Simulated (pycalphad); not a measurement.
CALPHAD calculation (pycalphad, COST 507 light-alloy database (1999)), 1 atm. The data set is of 1999 and partly superseded. Phase fractions are per mole of atoms. Kinetics are ignored, which matters at the lower temperatures.

Task: Give the equilibrium state of Ti-29.6Hf-0.5341B (wt.%) at 650 K.

Result: hcp, fraction 0.941, with 30.4 Hf, <0.01 B wt.%; BM, fraction 0.059, with 1.5 Hf, 18.2 B wt.%.

Task: Give the equilibrium state of Ti-29.6Hf-0.5341B (wt.%) at 1550 K.

Result: bcc, fraction 0.944, with 30.3 Hf, 0.03 B wt.%; BM, fraction 0.056, with 6.2 Hf, 17.6 B wt.%.

Database names, with the compositions (at.%) that they take in these runs: BM: Ti 49 B 50 Hf 0.
